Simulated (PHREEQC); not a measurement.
Model water analysis in mg/kgw, 25 °C, pH 6.99, pe 10.3: Na 48.7; K 6.02; Ca 14.7; Mg 4.7; Cl 3.74; S(6) as SO4 50.4; Alkalinity as HCO3 141; N(5) as NO3 3.37; B 0.245.

Valence states are taken as typed.

The numbers come from PHREEQC with the ion-association model, wateq4f.dat.

Precipitation was switched off in this run.

Q: What charge-balance error does the model give?

A: charge-balance error -1.9 %.

Q: In which forms is S present?

A: SO4-2 93 %, CaSO4 3.6 %, MgSO4 2.2 %, NaSO4- 0.7 % of the S.

Complexes and solids missing from the database can't appear.
